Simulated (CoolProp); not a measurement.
Properties of n-decane along the isobar 0.949 MPa.

The numbers come from the reference Helmholtz-energy equation of state, Lemmon 2006 in CoolProp. It is a short technical equation, of lower accuracy than the large ones.

| T (K) | phase | density (kg/m³) | cv (kJ/(kg K)) |
|---|---|---|---|
| 538.9 | liquid | 506.0 | 2.712 |
| 550.5 | liquid | 488.6 | 2.755 |
| 573.7 | gas | 39.04 | (withheld) |
| 585.2 | gas | 36.76 | (withheld) |
| 596.8 | gas | 34.90 | 2.853 |
| 608.4 | gas | (withheld) | 2.881 |
| 620 | gas | (withheld) | 2.910 |

### Question
Fill in the missing entries.

### Answer

- 573.7, cv (kJ/(kg K)): 2.799
- 585.2, cv (kJ/(kg K)): 2.825
- 608.4, density (kg/m³): 33.34
- 620, density (kg/m³): 31.99
